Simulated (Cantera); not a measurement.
Input: 1 mol CO2, 2 mol O2, at 1048 K and 7.50 Torr.

Equilibrium computed with Cantera from the NASA thermochemical tables; the gas is ideal and each condensed phase is pure. Candidate condensed phases: C; 12 gas species. Kinetics and transport are ignored.

Base state: O2 0.667, CO2 0.333 (mole fractions); condensed: gas only.

Question: What changes in the equilibrium state with this change: temperature from 1048 K to 2048.15 K?

Answer: 
| species | before | after |
|---|---|---|
| O2 | 0.667 | 0.661 |
| CO2 | 0.333 | 0.323 |
| O | 5.17e-9 | 0.00781 |
| CO | 1.18e-9 | 0.00778 |
